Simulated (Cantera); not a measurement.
Feed: 1 mol PbO, 2.4 mol O2, 3 mol N2, equilibrated at 0.0133 bar.

Equilibrium computed with Cantera from the NASA thermochemical tables; the gas is ideal and each condensed phase is pure. Candidate condensed phases: Pb, PbO, PbO2, Pb3O4; 12 gas species. The numbers say what is thermodynamically allowed, not how fast it happens.

Question: Which condensed phases are stable at each of these points (T (K)): 573, 623, 673, 723, 773, 823, 873, 923?

Answer: 
| T (K) | condensed phases | Pb condensed (%) |
|---|---|---|
| 573 | PbO(red) | 100.0 |
| 623 | PbO(red) | 100.0 |
| 673 | PbO(red) | 100.0 |
| 723 | PbO(red) | 100.0 |
| 773 | PbO(yellow) | 100.0 |
| 823 | PbO(yellow) | 100.0 |
| 873 | PbO(yellow) | 100.0 |
| 923 | PbO(yellow) | 100.0 |

From 573 K to 723 K the condensed part is PbO(red). From 773 K to 923 K the condensed part is PbO(yellow).
